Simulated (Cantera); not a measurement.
## Ignition delay

Mixture: 12.0 % CH₄, 18.5 % O₂, 69.5 % N₂, equivalence ratio 1.3, at 825 Torr, adiabatic and at constant volume. Ignition delay is the time to a rise of 400 K.

Cantera simulation using GRI-Mech 3.0 (53 species, 325 reactions); the numbers are that mechanism's predictions, not measurements.

| T0 (K) | delay (ms) |
|---|---|
| 1098 | 216 |
| 1173 | 68.2 |
| 1248 | 23.5 |
| 1323 | 8.77 |
| 1398 | 3.51 |
| 1473 | 1.51 |
| 1548 | 0.706 |
| 1623 | 0.359 |
| 1698 | 0.198 |

```
Property                                                 Value
--------------------------------------------------  ----------
apparent activation energy between 1548 and 1698 K  190 kJ/mol
```
